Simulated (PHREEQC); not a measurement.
Brackish or sea water: an equilibrium model

Model water analysis in mmol/kgw, 14 °C, pH 8.16:

| constituent | mmol/kgw |
|---|---|
| Na | 240 |
| K | 1.5 |
| Ca | 4.04 |
| Mg | 0.613 |
| Cl | 250 |
| S(6) | 4.64 |
| Alkalinity (meq/kgw) | 0.0901 |

Valence states are taken as typed.

All values are PHREEQC results (Pitzer model, pitzer.dat), not measurements.

Precipitation was switched off in this run.

Problem. Estimate the activity of water, osmotic coefficient.

Solution. activity of water 0.992; osmotic coefficient 0.915.

Problem. In which forms is C present?

Solution. HCO3- 97 %, CO3-2 2.0 %, CO2 1.3 % of the C.

Away from 25 °C the constants follow the database's enthalpies or fits; those with neither stay at their 25 °C values.
